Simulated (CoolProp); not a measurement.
Vapour-liquid equilibrium of n-butane (1) + acetone (2) at 335.8 K; x and y are mole fractions of (1).

Values from CoolProp's multi-fluid Helmholtz-energy mixture model, Bücker 2006 and Lemmon 2006; pair parameters Bell 2016.

```json
[
 {"x": "0.05", "bubble pressure (MPa)": "0.2169", "y at the bubble point": "0.428", "dew pressure at overall composition x (MPa)": "0.1328", "liquid density (mol/L)": "12.51"},
 {"x": "0.2", "bubble pressure (MPa)": "0.4105", "y at the bubble point": "0.719", "dew pressure at overall composition x (MPa)": "0.1572", "liquid density (mol/L)": "11.79"},
 {"x": "0.35", "bubble pressure (MPa)": "0.5141", "y at the bubble point": "0.791", "dew pressure at overall composition x (MPa)": "0.1921", "liquid density (mol/L)": "11.12"},
 {"x": "0.5", "bubble pressure (MPa)": "0.5692", "y at the bubble point": "0.826", "dew pressure at overall composition x (MPa)": "0.2462", "liquid density (mol/L)": "10.51"},
 {"x": "0.65", "bubble pressure (MPa)": "0.6066", "y at the bubble point": "0.853", "dew pressure at overall composition x (MPa)": "0.3407", "liquid density (mol/L)": "9.965"},
 {"x": "0.8", "bubble pressure (MPa)": "0.6415", "y at the bubble point": "0.891", "dew pressure at overall composition x (MPa)": "0.5279", "liquid density (mol/L)": "9.503"},
 {"x": "0.95", "bubble pressure (MPa)": "0.6738", "y at the bubble point": "0.961", "dew pressure at overall composition x (MPa)": "0.6705", "liquid density (mol/L)": "9.140"}
]
```

No azeotrope shows between x = 0.05 and 0.95.

Pair parameters are fitted to limited data, so mixtures are less certain than the pure fluids. With so large a gap from Raoult's law the liquid may split in two, which this calculation doesn't test in full.
